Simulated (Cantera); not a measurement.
Input (Python, Cantera) and output of one run.

```python
import numpy as np
import cantera as ct

gas_names = [...]  # 113 gases of nasa_gas.yaml made of C, H, O, Ta
cond_names = """
    C(gr) C6H6(L) C7H8(L) C8H18(L),n-octa H2O(s) H2O(L) Ta(cr) Ta(L) TaC(s) TaC(L) Ta2O5(s) Ta2O5(L)
""".split()


# ... load() reads the species with a 1 bar reference pressure and builds the phases ...
atoms = {
    'Ta(OEt)5': {'Ta': 1, 'C': 10, 'H': 25, 'O': 5},
    'CH4': {'C': 1, 'H': 4},
    'H2': {'H': 2},
    'O2': {'O': 2},
}
top_T = {'C(gr)': 4500}  # K; cautious upper limits of use, not melting points


# ... equilibrate(T, P, feed) seeds the gas with the atoms and calls Mixture.equilibrate('TP', solver="vcs", rtol=1e-11, max_steps=5000) ...
results = []
feed = {'Ta(OEt)5': 1, 'CH4': 0.57, 'H2': 2, 'O2': 0.066}  # mol
T = 823.15  # K
P = 23000  # Pa
mix = equilibrate(T, P, feed)
results.append((T, P, feed, dict(zip(mix.species_names, mix.species_moles))))
print(gas.report(threshold=1e-06))
for i in range(1, mix.n_phases):
    print(f"{mix.phase(i).name:16s} {mix.phase_moles(i):12.5e} mol")
```

Result:

```
       temperature   823.15 K
          pressure   23000 Pa
           density   0.023755 kg/m^3
  mean mol. weight   7.0689 kg/kmol
   phase of matter   gas

                          1 kg             1 kmol
                     ---------------   ---------------
          enthalpy        -3.779e+06       -2.6713e+07  J
   internal energy       -4.7472e+06       -3.3557e+07  J
           entropy             28241        1.9963e+05  J/K
    Gibbs function       -2.7025e+07       -1.9104e+08  J
 heat capacity c_p            4973.3             35156  J/K
 heat capacity c_v            3797.1             26841  J/K

                      mass frac. Y      mole frac. X     chem. pot. / RT
                     ---------------   ---------------   ---------------
               CH4           0.25836           0.11384           -38.928
                CO           0.16901          0.042653           -45.894
               CO2           0.12417          0.019944           -90.519
                H2           0.20796            0.7292            -18.83
               H2O            0.2405          0.094368           -63.455
     [ +108 minor]        2.1882e-06        5.1505e-07

C(gr)             7.94505e+00 mol
Ta(cr)            0.00000e+00 mol
TaC(s)            0.00000e+00 mol
Ta2O5(s)          5.00000e-01 mol
```

Equilibrium computed with Cantera from the NASA thermochemical tables; the gas is ideal and each condensed phase is pure. The feed counts by its element totals alone.
